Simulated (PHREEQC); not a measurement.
Brackish or sea water

Synthetic water in mmol/kgw, 51 °C, pH 6.26, pe 11.7: Na 306; K 44.5; Ca 13.4; Mg 9.98; Cl 379; S(6) 14.5; Alkalinity (meq/kgw) 0.0296; Sr 0.0773.

Valence states are taken as typed.

The numbers come from PHREEQC with the ion-association model, wateq4f.dat.

No solid was allowed to form.

Q: Predict the activity of water, charge-balance error.

A: activity of water 0.987; charge-balance error -1.4 %.

Q: In which forms is Mg present?

A: Mg+2 84 %, MgSO4 16 % of the Mg.

Species that the database lacks are ignored. Away from 25 °C the constants follow the database's enthalpies or fits; those with neither stay at their 25 °C values.
